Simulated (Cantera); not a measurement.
An isothermal, constant-pressure homogeneous reactor starts with N2O : H2O = 1 : 0.012 (molar parts), at 1500 K and 1.00 bar.

Cantera simulation using GRI-Mech 3.0 (53 species, 325 reactions); the numbers are that mechanism's predictions, not measurements. GRI-Mech 3.0 was tuned for natural gas; its chemistry of N2O as a main component is partial and can be far from experiment. The temperature is held fixed by assumption; the heat of reaction is taken as removed at once.

x: mole fraction; the columns are a selection and need not sum to one.

```json
[
 {"t (s)": "9.00e-5", "x N2O": "0.981", "x H2O": "0.0118", "x HO2": "1.52e-5", "x OH": "7.07e-5", "x NO": "0.00117", "x O2": "0.00184"},
 {"t (s)": "0.000380", "x N2O": "0.957", "x H2O": "0.0117", "x HO2": "1.15e-5", "x OH": "0.000109", "x NO": "0.00478", "x O2": "0.00793"},
 {"t (s)": "0.00160", "x N2O": "0.864", "x H2O": "0.0113", "x HO2": "5.29e-6", "x OH": "0.000129", "x NO": "0.0185", "x O2": "0.0317"},
 {"t (s)": "0.00675", "x N2O": "0.586", "x H2O": "0.0102", "x HO2": "1.67e-6", "x OH": "0.000131", "x NO": "0.0589", "x O2": "0.104"},
 {"t (s)": "0.0285", "x N2O": "…", "x H2O": "0.00855", "x HO2": "…", "x OH": "…", "x NO": "…", "x O2": "…"},
 {"t (s)": "0.120", "x N2O": "0.00606", "x H2O": "0.00795", "x HO2": "1.07e-7", "x OH": "3.57e-5", "x NO": "0.122", "x O2": "0.267"},
 {"t (s)": "0.506", "x N2O": "4.74e-6", "x H2O": "0.00793", "x HO2": "6.59e-8", "x OH": "2.35e-5", "x NO": "0.121", "x O2": "0.269"},
 {"t (s)": "2.13", "x N2O": "4.64e-6", "x H2O": "0.00793", "x HO2": "6.60e-8", "x OH": "2.35e-5", "x NO": "0.121", "x O2": "0.270"},
 {"t (s)": "9.00", "x N2O": "4.49e-6", "x H2O": "0.00793", "x HO2": "6.62e-8", "x OH": "2.36e-5", "x NO": "0.119", "x O2": "0.271"}
]
```

Task: Fill in the missing entries.

Result: 
- 0.0285, x N2O: 0.167
- 0.0285, x HO2: 4.59e-7
- 0.0285, x OH: 0.000101
- 0.0285, x NO: 0.112
- 0.0285, x O2: 0.218
